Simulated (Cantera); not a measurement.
A perfectly stirred reactor is fed with NO : N₂ = 1 : 9.5 (molar parts), at 760 Torr; it is held at 1800 K, and followed from long to short residence time.

Cantera simulation using GRI-Mech 3.0 (53 species, 325 reactions); the numbers are that mechanism's predictions, not measurements.

Predict: x(NO) at τ = 27.0 s; x(NO₂) at τ = 27.0 s; x(O₂) at τ = 27.0 s; x(N₂O) at τ = 27.0 s; x(O) at τ = 27.0 s; x(NO) at τ = 0.210 s; x(NO₂) at τ = 0.210 s; x(O₂) at τ = 0.210 s; x(N₂O) at τ = 0.210 s; x(O) at τ = 0.210 s.


```
Quantity                  Value
---------------------  --------
x(NO) at τ = 27.0 s      0.0456
x(NO₂) at τ = 27.0 s    3.98e-5
x(O₂) at τ = 27.0 s      0.0248
x(N₂O) at τ = 27.0 s    9.64e-7
x(O) at τ = 27.0 s      1.94e-5
x(NO) at τ = 0.210 s     0.0942
x(NO₂) at τ = 0.210 s   2.03e-5
x(O₂) at τ = 0.210 s   0.000473
x(N₂O) at τ = 0.210 s   3.77e-6
x(O) at τ = 0.210 s     4.95e-6
```
